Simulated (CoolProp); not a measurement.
Dry air along the isobar 2.7 MPa: density (kg/m³) from the reference equation and from simpler models built on Tc = 132.5 K, pc = 3.786 MPa, ω = 0.034; each cubic takes its own stable root.

Values from CoolProp's reference Helmholtz-energy equation of state, Lemmon 2000. It is a pseudo-pure fit of the blend.

| T (K) | phase | reference | van der Waals | Redlich-Kwong | Peng-Robinson |
|---|---|---|---|---|---|
| 88.4 | liquid | 837.9 | [?] | [?] | [?] |
| 164 | gas | 65.99 | 66.42 | 66.25 | 67.50 |
| 201.8 | gas | [?] | 50.26 | 49.79 | 50.30 |
| 239.5 | gas | 40.43 | [?] | [?] | [?] |
| 277.3 | gas | 34.35 | 34.78 | 34.49 | 34.59 |
| 315.1 | gas | 29.95 | 30.29 | 30.08 | 30.12 |
| 352.9 | gas | 26.60 | 26.86 | 26.71 | 26.72 |
| 390.6 | gas | 23.95 | 24.16 | 24.05 | 24.04 |
| 428.4 | gas | 21.80 | 21.97 | 21.88 | 21.86 |

### Question
Fill in the missing entries.

### Answer

- 88.4, van der Waals: 595.2
- 88.4, Redlich-Kwong: 861.9
- 88.4, Peng-Robinson: 967.2
- 201.8, reference: 49.58
- 239.5, van der Waals: 40.99
- 239.5, Redlich-Kwong: 40.60
- 239.5, Peng-Robinson: 40.83
